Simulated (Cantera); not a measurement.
A perfectly stirred reactor is fed with CH₄ : O₂ : N₂ = 0.0079 : 0.014 : 1 (molar parts), equivalence ratio 1.1, at 4.00 bar; it is held at 1025 K, and followed from long to short residence time.

Model: GRI-Mech 3.0 (53 species, 325 reactions), integrated in Cantera.

Question: What does this change do: temperature 1025 to 1250 K?

Answer: 
```csv
quantity,before,after
x(CH₄) at τ = 23.0 s,0.000533,0.000296
x(O₂) at τ = 23.0 s,0.000844,0.000216
x(NO) at τ = 23.0 s,4.23e-10,1.59e-9
x(H) at τ = 23.0 s,4.22e-8,1.68e-7
x(CO₂) at τ = 23.0 s,0.00510,0.00594
x(CH₄) at τ = 74.0 ms,0.00773,0.00122
x(O₂) at τ = 74.0 ms,0.0137,0.00413
x(NO) at τ = 74.0 ms,<1e-12,5.43e-9
x(H) at τ = 74.0 ms,3.52e-12,1.60e-6
x(CO₂) at τ = 74.0 ms,2.11e-11,0.00209
```

Question: What does this change do: temperature 1025 to 1275 K?

Answer: 
```tsv
quantity	before	after
x(CH₄) at τ = 23.0 s	0.000533	0.000287
x(O₂) at τ = 23.0 s	0.000844	0.000191
x(NO) at τ = 23.0 s	4.23e-10	2.05e-9
x(H) at τ = 23.0 s	4.22e-8	1.86e-7
x(CO₂) at τ = 23.0 s	0.00510	0.00598
x(CH₄) at τ = 74.0 ms	0.00773	0.000985
x(O₂) at τ = 74.0 ms	0.0137	0.00347
x(NO) at τ = 74.0 ms	<1e-12	1.05e-8
x(H) at τ = 74.0 ms	3.52e-12	2.02e-6
x(CO₂) at τ = 74.0 ms	2.11e-11	0.00247
```
